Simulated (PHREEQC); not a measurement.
PHREEQC input (Pitzer model, pitzer.dat):

```
SOLUTION 1
  temp 30
  units mol/kgw
  pH 7 charge
  C(4) 0.037
  Na 0.147
  Cl 0.393
  K 0.32
END
USE solution 1
INCREMENTAL_REACTIONS false
REACTION 1
  H2O -1
  0 9.886 18.011 24.689 30.178 34.689 38.397 41.444
  43.949 46.007 47.699 49.089 50.232 51.172 51.944 52.578
  53.1 53.528 53.88 54.17 54.408 54.603 54.764 54.896
  55.005 55.094 moles
EQUILIBRIUM_PHASES 1
  Halite 0 0
  Kalicinite 0 0
  Nahcolite 0 0
  Natron 0 0
  Sylvite 0 0
  Trona 0 0
SELECTED_OUTPUT 1
  -reset false
  -pH true
  -pe true
  -ionic_strength true
  -water true
  -activities H2O
  -totals C Cl K Na
  -molalities H+ Na+ K+ Cl- CO3-2 OH- HCO3- CO2
  -equilibrium_phases Halite Kalicinite Nahcolite Natron Sylvite Trona
PRINT
  -reset false
END
```

Selected output (columns that matter, 20 of 26 rows; water left (kg) added in front):

```
water left (kg)	pH	mu	C	Cl	K	Na	m_H+	m_Na+	m_K+	m_Cl-	la_H2O	Halite	Natron	Sylvite
1	10.957	0.50207	0.037	0.393	0.32	0.147	1.5543e-11	0.147	0.32	0.393	-0.0062718	0	0	0
0.821898	10.983	0.61114	0.045018	0.47816	0.38934	0.17885	1.4653e-11	0.17885	0.38934	0.47816	-0.0076147	0	0	0
0.555214	11.035	0.90539	0.066641	0.70784	0.57635	0.26476	1.2828e-11	0.26476	0.57635	0.70784	-0.011254	0	0	0
0.456327	11.061	1.102	0.081082	0.86122	0.70125	0.32214	1.1869e-11	0.32214	0.70125	0.86122	-0.013706	0	0	0
0.37506	11.087	1.3411	0.098651	1.0478	0.8532	0.39194	1.0864e-11	0.39194	0.8532	1.0478	-0.016721	0	0	0
0.253366	11.144	1.9863	0.14603	1.5511	1.263	0.58019	8.6817e-12	0.58019	1.263	1.5511	-0.025069	0	0	0
0.208238	11.175	2.4172	0.17768	1.8873	1.5367	0.70592	7.5033e-12	0.70592	1.5367	1.8873	-0.030856	0	0	0
0.171163	11.211	2.9413	0.21617	2.2961	1.8696	0.85883	6.2841e-12	0.85883	1.8696	2.2961	-0.038153	0	0	0
0.11564	11.303	4.3548	0.31996	3.3985	2.7672	1.2712	3.8639e-12	1.2712	2.7672	3.3985	-0.05942	0	0	0
0.0950488	11.364	5.2989	0.38927	4.1347	3.3667	1.5466	2.7702e-12	1.5466	3.3667	4.1347	-0.075007	0	0	0
0.0781145	11.443	6.4482	0.47366	5.0311	4.0965	1.8819	1.834e-12	1.8819	4.0965	5.0311	-0.095549	0	0	0
0.0642067	11.489	6.8552	0.57626	5.1306	3.9937	2.2895	1.5761e-12	2.2895	3.9937	5.1306	-0.10157	0	0	0.063578
0.0433812	11.572	7.7266	0.8529	5.173	3.4902	3.3886	1.1958e-12	3.3886	3.4902	5.173	-0.11387	0	0	0.16859
0.0356707	11.611	8.3091	1.0373	5.2029	3.1565	4.121	1.0171e-12	4.121	3.1565	5.2029	-0.12268	0	0	0.20741
0.0293294	11.649	9.0254	1.2615	5.247	2.7581	5.012	8.4305e-13	5.012	2.7581	5.247	-0.13424	0	0	0.23911
0.0198176	11.741	10.776	1.867	5.1822	2.0096	6.9066	5.702e-13	6.9066	2.0096	5.1822	-0.16183	0.010127	0	0.28017
0.0163047	11.829	11.543	2.2693	4.7431	1.9418	7.3399	5.3649e-13	7.3399	1.9418	4.7431	-0.16662	0.027326	0	0.28834
0.0134044	11.922	12.493	2.7603	4.2207	1.8556	7.8857	5.0256e-13	7.8857	1.8556	4.2207	-0.17284	0.041297	0	0.29513
0.006296	12.03	13.83	3.4368	3.5298	1.7336	8.6698	4.6083e-13	8.6698	1.7336	3.5298	-0.18217	0.061691	0.015362	0.30909
0.00208756	12.03	13.83	3.4368	3.5298	1.7336	8.6698	4.6083e-13	8.6698	1.7336	3.5298	-0.18217	0.06925	0.029825	0.31638
```
